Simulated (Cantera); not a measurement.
Cantera run, input and output.

```python
import numpy as np
import cantera as ct

gas = ct.Solution("h2o2.yaml")
gas.TPX = 1600, 62000, {'H2': 1, 'O2': 0.333, 'N2': 1.87}
reactor = ct.IdealGasReactor(gas, energy="on", clone=False)
net = ct.ReactorNet([reactor])
net.rtol, net.atol = 1e-08, 1e-16
show = ['H2', 'O2', 'H2O2', 'O', 'H', 'HO2', 'OH']
times = np.geomspace(5e-06, 0.1, 12)

steps = ct.SolutionArray(gas, extra=["t"])
rows = []
print(f"{'t/s':>10s}{'T/K':>9s}{'P/Pa':>11s}" + "".join(f"{s:>11s}" for s in show))
for t in times:
    while net.time < t:
        t_next = net.step()
        steps.append(gas.state, t=t_next)
    rows.append([np.interp(t, steps.t, y) for y in (steps.T, steps.P, *steps(*show).X.T)])
    print(f"{t:10.3e}{rows[-1][0]:9.1f}{rows[-1][1]:11.4g}" + "".join(f"{x:11.3e}" for x in rows[-1][2:]))
rate = np.gradient(steps.T, steps.t)
print("integrator steps:", len(steps.t))
if steps.T.max() > steps.T[0] + 200:
    print(f"time of steepest temperature rise: {steps.t[rate.argmax()]:.4e} s")
gas.TPX = 1600, 62000, {'H2': 1, 'O2': 0.333, 'N2': 1.87}
gas.equilibrate("UV")
print(f"equilibrium (UV): T = {gas.T:.1f} K  " + "  ".join(f"{s} {gas[s].X[0]:.3e}" for s in show))
```

Output:

```
       t/s      T/K       P/Pa         H2         O2       H2O2          O          H        HO2         OH
 5.000e-06   1600.0    6.2e+04  3.122e-01  1.040e-01  5.427e-08  1.283e-06  1.259e-05  1.990e-06  1.238e-06
 1.230e-05   1601.4  6.205e+04  3.097e-01  1.029e-01  3.147e-07  1.566e-04  1.524e-03  1.182e-05  1.517e-04
 3.027e-05   1919.0  7.339e+04  9.359e-02  1.108e-02  4.033e-07  1.515e-02  1.152e-01  3.765e-06  1.644e-02
 7.447e-05   2343.0  8.718e+04  1.054e-01  7.117e-03  1.389e-07  1.053e-02  7.710e-02  2.227e-06  2.125e-02
 1.832e-04   2728.3  9.893e+04  1.114e-01  3.712e-03  1.173e-07  5.406e-03  4.619e-02  1.796e-06  2.055e-02
 4.508e-04   2870.7  1.031e+05  1.127e-01  2.535e-03  1.419e-07  3.629e-03  3.550e-02  1.710e-06  1.853e-02
 1.109e-03   2874.7  1.032e+05  1.128e-01  2.503e-03  1.427e-07  3.582e-03  3.520e-02  1.705e-06  1.845e-02
 2.729e-03   2874.7  1.032e+05  1.128e-01  2.503e-03  1.427e-07  3.582e-03  3.520e-02  1.705e-06  1.845e-02
 6.714e-03   2874.7  1.032e+05  1.128e-01  2.503e-03  1.427e-07  3.582e-03  3.520e-02  1.705e-06  1.845e-02
 1.652e-02   2874.7  1.032e+05  1.128e-01  2.503e-03  1.427e-07  3.582e-03  3.520e-02  1.705e-06  1.845e-02
 4.064e-02   2874.7  1.032e+05  1.128e-01  2.503e-03  1.427e-07  3.582e-03  3.520e-02  1.705e-06  1.845e-02
 1.000e-01   2874.7  1.032e+05  1.128e-01  2.503e-03  1.427e-07  3.582e-03  3.520e-02  1.705e-06  1.845e-02
integrator steps: 1095
time of steepest temperature rise: 1.9565e-05 s
equilibrium (UV): T = 2874.7 K  H2 1.128e-01  O2 2.503e-03  H2O2 1.427e-07  O 3.582e-03  H 3.520e-02  HO2 1.705e-06  OH 1.845e-02
```

Computed with Cantera and the H2/O2 subset of GRI-Mech 3.0, which has no nitrogen chemistry.
